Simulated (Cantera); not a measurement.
An adiabatic, constant-pressure homogeneous reactor starts with C3H8 : O2 : N2 : CO2 = 1 : 6.25 : 16.2 : 0.56 (molar parts), equivalence ratio 0.80, at 1150 K and 5.50 bar. Integrator tolerance rtol = 1e-08.

Computed with Cantera and GRI-Mech 3.0 (53 species, 325 reactions). GRI-Mech 3.0 was tuned for natural gas; its chemistry of propane as a main component is partial and can be far from experiment.

| quantity | before | after |
|---|---|---|
| time of steepest temperature rise | 5.16 ms | 3.23 ms |
| temperature at 2.00 s | 2759 K | 2793 K |
| equilibrium temperature | 2759 K | 2793 K |
| x(C3H8) at 2.00 s | <1e-12 (gas-phase equilibrium <1e-12) | <1e-12 (gas-phase equilibrium <1e-12) |
| x(O2) at 2.00 s | 0.0513 (gas-phase equilibrium 0.0513) | 0.0499 (gas-phase equilibrium 0.0499) |
| x(CO2) at 2.00 s | 0.112 (gas-phase equilibrium 0.112) | 0.115 (gas-phase equilibrium 0.115) |
| x(NO2) at 2.00 s | 1.23e-5 (gas-phase equilibrium 1.23e-5) | 1.65e-5 (gas-phase equilibrium 1.65e-5) |
| x(OH) at 2.00 s | 0.0165 (gas-phase equilibrium 0.0165) | 0.0154 (gas-phase equilibrium 0.0154) |
| x(HCO) at 2.00 s | 3.18e-8 (gas-phase equilibrium 3.18e-8) | 3.88e-8 (gas-phase equilibrium 3.88e-8) |
| x(NO) at 2.00 s | 0.0153 (gas-phase equilibrium 0.0153) | 0.0159 (gas-phase equilibrium 0.0159) |

Task: Which change was made?
A) pressure from 5.50 bar to 10.0 bar
B) constant volume in place of constant pressure
C) initial temperature 1150 to 1575 K
D) pressure from 5.50 bar to 0.330 bar

Result: A, pressure from 5.50 bar to 10.0 bar
